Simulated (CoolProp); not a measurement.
Vapour-liquid equilibrium of n-pentane (1) + acetone (2) at 13 bar; x and y are mole fractions of (1).

Computed with CoolProp (multi-fluid Helmholtz-energy mixture model, Thol 2019 and Lemmon 2006; pair parameters Bell 2016).

```tsv
x	bubble temperature, mixture model (°C)	bubble temperature, Raoult's law (°C)	y, mixture model	y, Raoult's law
0.05	151.6	155.7	0.114	0.068
0.125	145.6	154.3	0.246	0.165
0.2	141.3	152.8	0.343	0.257
0.275	138.2	151.4	0.416	0.345
0.35	135.9	150.0	0.475	0.429
0.425	134.3	148.6	0.525	0.508
0.5	133.2	147.3	0.571	0.584
0.575	132.5	145.9	0.615	0.655
0.65	132.2	144.6	0.660	0.724
0.725	132.2	143.3	0.709	0.789
0.8	132.8	142.0	0.766	0.850
0.875	134.1	140.8	0.835	0.909
0.95	136.4	139.5	0.924	0.964
```

The largest gap from Raoult's law is -14.3 K in bubble temperature, at x = 0.425. y crosses x between x = 0.65 and 0.725: the model has an azeotrope there.

Pair parameters are fitted to limited data, so mixtures are less certain than the pure fluids.
